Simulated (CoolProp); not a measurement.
Saturation properties of acetone.

The numbers come from the reference Helmholtz-energy equation of state, Lemmon 2006 in CoolProp. It is a short technical equation, of lower accuracy than the large ones.

```json
[
 {"T (K)": "289.9", "p (MPa)": "0.02127", "vapour density (kg/m³)": "0.5233", "liquid cp (kJ/(kg K))": "2.124"},
 {"T (K)": "297.6", "p (MPa)": "0.03001", "vapour density (kg/m³)": "0.7224", "liquid cp (kJ/(kg K))": "2.142"},
 {"T (K)": "305.2", "p (MPa)": "0.04130", "vapour density (kg/m³)": "0.9749", "liquid cp (kJ/(kg K))": "2.161"},
 {"T (K)": "312.9", "p (MPa)": "0.05604", "vapour density (kg/m³)": "1.298", "liquid cp (kJ/(kg K))": "2.182"},
 {"T (K)": "320.6", "p (MPa)": "0.07475", "vapour density (kg/m³)": "1.703", "liquid cp (kJ/(kg K))": "2.203"},
 {"T (K)": "328.2", "p (MPa)": "0.09782", "vapour density (kg/m³)": "2.194", "liquid cp (kJ/(kg K))": "2.226"},
 {"T (K)": "335.9", "p (MPa)": "0.1266", "vapour density (kg/m³)": "2.800", "liquid cp (kJ/(kg K))": "2.251"},
 {"T (K)": "343.6", "p (MPa)": "0.1618", "vapour density (kg/m³)": "3.532", "liquid cp (kJ/(kg K))": "2.276"},
 {"T (K)": "351.2", "p (MPa)": "0.2035", "vapour density (kg/m³)": "4.396", "liquid cp (kJ/(kg K))": "2.303"},
 {"T (K)": "358.9", "p (MPa)": "0.2540", "vapour density (kg/m³)": "5.434", "liquid cp (kJ/(kg K))": "2.332"},
 {"T (K)": "366.6", "p (MPa)": "0.3136", "vapour density (kg/m³)": "6.659", "liquid cp (kJ/(kg K))": "2.362"},
 {"T (K)": "374.2", "p (MPa)": "0.3825", "vapour density (kg/m³)": "8.076", "liquid cp (kJ/(kg K))": "2.394"},
 {"T (K)": "381.9", "p (MPa)": "0.4635", "vapour density (kg/m³)": "9.750", "liquid cp (kJ/(kg K))": "2.428"},
 {"T (K)": "389.6", "p (MPa)": "0.5571", "vapour density (kg/m³)": "11.70", "liquid cp (kJ/(kg K))": "2.465"},
 {"T (K)": "397.3", "p (MPa)": "0.6645", "vapour density (kg/m³)": "13.96", "liquid cp (kJ/(kg K))": "2.504"}
]
```

It boils at 329.2 K under 1 atm.
